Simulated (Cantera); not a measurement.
Feed: 1 mol Cu, 0.57 mol O2, 1.7 mol H2, 0.59 mol NH3, at 200000 Pa.

Method: chemical equilibrium by Gibbs-energy minimisation in Cantera with the NASA 1993 tables (ideal gas, pure condensed phases). Candidate condensed phases: Cu, CuO, Cu(OH)2, Cu2O, H2O; 27 gas species. Kinetics and transport are ignored.

Question: Which condensed phases are stable at each of these points (T (K)): 650, 800, 950, 1100, 1250, 1400, 1550, 1700, 1850, 2000?

Answer: 
| T (K) | condensed phases | Cu condensed (%) |
|---|---|---|
| 650 | Cu(s) | 100.0 |
| 800 | Cu(s) | 100.0 |
| 950 | Cu(s) | 100.0 |
| 1100 | Cu(s) | 100.0 |
| 1250 | Cu(s) | 100.0 |
| 1400 | Cu(l) | 100.0 |
| 1550 | Cu(l) | 100.0 |
| 1700 | Cu(l) | 100.0 |
| 1850 | Cu(l) | 99.9 |
| 2000 | Cu(l) | 99.4 |

From 650 K to 1250 K the condensed part is Cu(s). From 1400 K to 2000 K the condensed part is Cu(l).
